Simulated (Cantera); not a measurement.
An isothermal, constant-pressure homogeneous reactor starts with CH₄ : H₂ = 1 : 60 (molar parts), at 1248 K and 14.0 Pa. Integrator tolerance rtol = 1e-08.

Model: GRI-Mech 3.0 (53 species, 325 reactions), integrated in Cantera. GRI-Mech 3.0 stops at C3 and has no aromatics, soot or wall deposition, so with more carbon than oxygen in the feed, carbon stays in small species such as C2H2 where larger ones or solid carbon would form. Radical loss at walls, strong at low pressure, is not modelled.

**Question.** What does this change do: temperature 1248 to 1848 K?

**Answer.** 
```csv
quantity,before,after
x(CH₄) at 20.0 s,0.0164 (gas-phase equilibrium 0.000275),0.00505 (gas-phase equilibrium 4.68e-7)
x(H₂) at 20.0 s,0.984 (gas-phase equilibrium 0.992),0.984 (gas-phase equilibrium 0.948)
x(CH₃) at 20.0 s,2.98e-8 (gas-phase equilibrium 2.12e-7),0.000536 (gas-phase equilibrium 4.35e-7)
x(C₂H₂) at 20.0 s,<1e-12 (gas-phase equilibrium 0.00792),0.00528 (gas-phase equilibrium 0.00788)
x(H) at 20.0 s,9.22e-8 (gas-phase equilibrium 3.96e-5),0.00521 (gas-phase equilibrium 0.0439)
x(CH₂) at 20.0 s,<1e-12 (gas-phase equilibrium 4.70e-12),2.97e-6 (gas-phase equilibrium 2.36e-8)
x(C₂H₆) at 20.0 s,<1e-12 (gas-phase equilibrium 7.80e-11),7.44e-8 (gas-phase equilibrium <1e-12)
```
